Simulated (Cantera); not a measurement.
Thermodynamics of titanium nitride, carbide and oxide coatings, feed Ti(OiPr)4 + C3H8 + H2

Input: 1 mol Ti(OiPr)4, 0.2 mol C3H8, 3.9 mol H2, held at 17.0 mbar.

Method: chemical equilibrium by Gibbs-energy minimisation in Cantera with the NASA 1993 tables (ideal gas, pure condensed phases). Candidate condensed phases: C, C6H6, C7H8, C8H18, H2O, Ti, TiC, TiO, TiO2, Ti2O3, Ti3O5, Ti4O7; 113 gas species. The feed counts by its element totals alone. TiC: taken at fixed stoichiometry. The numbers say what is thermodynamically allowed, not how fast it happens.

```
T (°C)   x H2   x CO       x H  x C2H2 (acetylene)    x CH4    x H2O    x CH3     x C2H  n C(graphite)  n TiC(s)
------  -----  -----  --------  ------------------  -------  -------  -------  --------  -------------  --------
1252    0.824  0.176  0.000165             9.96e-6  2.63e-5  3.55e-6  1.07e-7  4.37e-12           7.60      1.00
1302    0.823  0.176  0.000289             1.74e-5  2.10e-5  2.53e-6  1.50e-7  1.79e-11           7.60      1.00
1352    0.823  0.176  0.000491             2.93e-5  1.69e-5  1.84e-6  2.06e-7  6.70e-11           7.60      1.00
1402    0.823  0.176  0.000808             4.78e-5  1.39e-5  1.37e-6  2.77e-7  2.32e-10           7.60      1.00
1452    0.823  0.176   0.00129             7.58e-5  1.15e-5  1.04e-6  3.67e-7  7.48e-10           7.60      1.00
1502    0.822  0.176   0.00201            0.000117  9.61e-6  7.95e-7  4.77e-7   2.25e-9           7.59      1.00
1552    0.821  0.176   0.00306            0.000176  8.12e-6  6.19e-7  6.11e-7   6.39e-9           7.59      1.00
1602    0.819  0.176   0.00455            0.000260  6.92e-6  4.89e-7  7.72e-7   1.71e-8           7.59      1.00
1652    0.817  0.176   0.00663            0.000374  5.93e-6  3.90e-7  9.62e-7   4.36e-8           7.58      1.00
1702    0.815  0.175   0.00947            0.000529  5.12e-6  3.15e-7  1.18e-6   1.06e-7           7.58     1.000
1752    0.811  0.175    0.0133            0.000734  4.44e-6  2.56e-7  1.44e-6   2.45e-7           7.57     1.000
1802    0.806  0.175    0.0183             0.00100  3.87e-6  2.10e-7  1.72e-6   5.45e-7           7.55     1.000
1852    0.800  0.174    0.0249             0.00134  3.38e-6  1.74e-7  2.04e-6   1.16e-6           7.54     1.000
```
x: gas mole fraction; n: condensed amount in mol.

From 1252 °C to 1852 °C the condensed part is C(graphite) + TiC(s).
